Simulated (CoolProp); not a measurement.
Saturation properties of n-pentane.

Computed with CoolProp (reference Helmholtz-energy equation of state, Thol 2019).

| T (K) | p (MPa) | enthalpy of vaporisation (kJ/kg) | vapour Z |
|---|---|---|---|
| 218.3 | 0.0009426 | 422.8 | 0.9987 |
| 234.2 | 0.002915 | 411.9 | 0.9969 |
| 250.2 | 0.007675 | 401.0 | 0.9934 |
| 266.1 | 0.01756 | 389.9 | 0.9877 |
| 282.1 | 0.03621 | 378.4 | 0.9790 |
| 298 | 0.06798 | 366.5 | 0.9669 |
| 314 | 0.1190 | 353.8 | 0.9506 |
| 329.9 | 0.1952 | 340.2 | 0.9301 |
| 345.9 | 0.3052 | 325.4 | 0.9044 |
| 361.8 | 0.4557 | 309.2 | 0.8737 |
| 377.8 | 0.6574 | 291.0 | 0.8369 |
| 393.7 | 0.9175 | 270.6 | 0.7937 |
| 409.7 | 1.250 | 246.9 | 0.7423 |
| 425.7 | 1.664 | 218.7 | 0.6806 |
| 441.6 | 2.171 | 183.3 | 0.6042 |

It boils at 309.2 K under 1 atm.
